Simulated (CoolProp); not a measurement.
Saturation properties of octamethyltrisiloxane (MDM) (Tc = 292.2 °C, pc = 1438 kPa, ω = 0.528).

The numbers come from the reference Helmholtz-energy equation of state, Thol 2017 in CoolProp.

```tsv
T (°C)	p (kPa)	enthalpy of vaporisation (kJ/kg)	liquid cp (kJ/(kg K))	vapour Z	surface tension (mN/m)
2.25	0.09608	213.4	1.734	0.9997	18.7
23.25	0.4449	205.0	1.779	0.9988	16.8
44.25	1.598	196.8	1.828	0.9968	14.9
65.35	4.720	188.5	1.881	0.9924	13.0
86.35	11.80	180.3	1.934	0.9847	11.3
107.35	25.94	171.9	1.989	0.9724	9.64
128.35	51.34	163.2	2.046	0.9545	8.07
149.35	93.28	154.0	2.103	0.9299	6.59
170.35	158.0	144.1	2.164	0.8977	5.21
191.35	252.6	133.4	2.230	0.8566	3.93
```

It boils at 152.5 °C under 1 atm.

Surface tension comes from a separate correlation (Mulero 2014), older than this fluid's equation and unchecked against measurements.
